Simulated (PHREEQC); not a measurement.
Synthetic water in mg/kgw, 25 °C, pH 6.24, pe 9.2:

```tsv
constituent	mg/kgw
Na	2650
K	96.7
Ca	107
Mg	359
Cl	5330
S(6) as SO4	67.4
Alkalinity as HCO3	0.371
Br	73.7
B	1.63
Li	0.464
Si as SiO2	2.76
```

Valence states are taken as typed.

Computed with PHREEQC (ion-association model, phreeqc.dat).

This is a speciation only: nothing precipitates in the calculation.

Q: Estimate the specific conductance, charge-balance error.

A: specific conductance 15200 µS/cm; charge-balance error 0.0 %.

Q: In which forms is Mg present?

A: Mg+2 99 %, MgSO4 1.1 % of the Mg.

Complexes and solids missing from the database can't appear.
